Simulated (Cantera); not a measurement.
A closed system holds: 1 mol borazine, 3.4 mol NH3, 39 mol H2, equilibrated at 10.0 mbar.

Cantera equilibrium calculation (NASA polynomials, part measured and part estimated; ideal gas, pure solids and liquids). Candidate condensed phases: B, BN; 15 gas species. The feed counts by its element totals alone. The tables' values for BH2 are old estimates; treat these amounts as uncertain. Equilibrium is a limit: real reactors are often held back by kinetics, nucleation or transport.

log p: log10 of the partial pressure in bar; n: condensed amount in mol.

```json
[
 {"T (K)": "1173", "log p H2": "-2.02", "log p H": "-7.94", "log p N2": "-3.46", "log p B": "<-14", "n BN(s)": "3.00", "n B(s)": "0", "n B(l)": "0"},
 {"T (K)": "1273", "log p H2": "-2.02", "log p H": "-7.15", "log p N2": "-3.46", "log p B": "<-14", "n BN(s)": "3.00", "n B(s)": "0", "n B(l)": "0"},
 {"T (K)": "1373", "log p H2": "-2.02", "log p H": "-6.49", "log p N2": "-3.46", "log p B": "<-14", "n BN(s)": "3.00", "n B(s)": "0", "n B(l)": "0"},
 {"T (K)": "1473", "log p H2": "-2.02", "log p H": "-5.91", "log p N2": "-3.46", "log p B": "<-14", "n BN(s)": "3.00", "n B(s)": "0", "n B(l)": "0"},
 {"T (K)": "1573", "log p H2": "-2.02", "log p H": "-5.40", "log p N2": "-3.46", "log p B": "[?]", "n BN(s)": "3.00", "n B(s)": "0", "n B(l)": "0"},
 {"T (K)": "1673", "log p H2": "-2.02", "log p H": "-4.95", "log p N2": "-3.46", "log p B": "[?]", "n BN(s)": "3.00", "n B(s)": "0", "n B(l)": "0"},
 {"T (K)": "1773", "log p H2": "-2.02", "log p H": "-4.55", "log p N2": "-3.46", "log p B": "[?]", "n BN(s)": "3.00", "n B(s)": "0", "n B(l)": "0"},
 {"T (K)": "1873", "log p H2": "-2.02", "log p H": "-4.20", "log p N2": "-3.46", "log p B": "[?]", "n BN(s)": "3.00", "n B(s)": "0", "n B(l)": "0"},
 {"T (K)": "1973", "log p H2": "-2.02", "log p H": "-3.88", "log p N2": "-3.46", "log p B": "[?]", "n BN(s)": "2.99", "n B(s)": "0", "n B(l)": "0"},
 {"T (K)": "2073", "log p H2": "-2.03", "log p H": "-3.59", "log p N2": "-3.46", "log p B": "[?]", "n BN(s)": "2.97", "n B(s)": "0", "n B(l)": "0"},
 {"T (K)": "2173", "log p H2": "-2.05", "log p H": "-3.34", "log p N2": "-3.21", "log p B": "[?]", "n BN(s)": "0", "n B(s)": "2.94", "n B(l)": "0"},
 {"T (K)": "2273", "log p H2": "-2.07", "log p H": "-3.11", "log p N2": "-3.21", "log p B": "[?]", "n BN(s)": "0", "n B(s)": "2.87", "n B(l)": "0"},
 {"T (K)": "2373", "log p H2": "-2.09", "log p H": "-2.90", "log p N2": "-3.23", "log p B": "[?]", "n BN(s)": "0", "n B(s)": "0", "n B(l)": "2.74"}
]
```

Task: Complete the blanks.

Result: 
- 1573, log p B: -12.81
- 1673, log p B: -11.21
- 1773, log p B: -9.80
- 1873, log p B: -8.53
- 1973, log p B: -7.40
- 2073, log p B: -6.37
- 2173, log p B: -5.73
- 2273, log p B: -5.14
- 2373, log p B: -4.62
